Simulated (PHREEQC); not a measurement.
Make-up at 65 °C: 0.1 mol/kgw NaHF2. Closed to the air; pH follows from the charge balance.

All values are PHREEQC results (ion-association model, phreeqc.dat), not measurements.

```
Property                   Value
----------------  --------------
pH                          3.37
ionic strength    0.0982 mol/kgw
density              0.985 g/cm³
total alkalinity     -100 meq/kg
```

| species | molality | activity | log γ |
|---|---|---|---|
| Na+ | 0.0977 | 0.0753 | -0.113 |
| HF | 0.0751 | 0.0769 | 0.010 |
| F- | 0.0739 | 0.0552 | -0.126 |
| HF2- | 0.0243 | 0.0186 | -0.115 |
| NaF | 0.00234 | 0.00239 | 0.010 |
| H+ | 0.000526 | 0.000429 | -0.089 |

No solid was allowed to form. Away from 25 °C the constants follow the database's enthalpies or fits; those with neither stay at their 25 °C values.
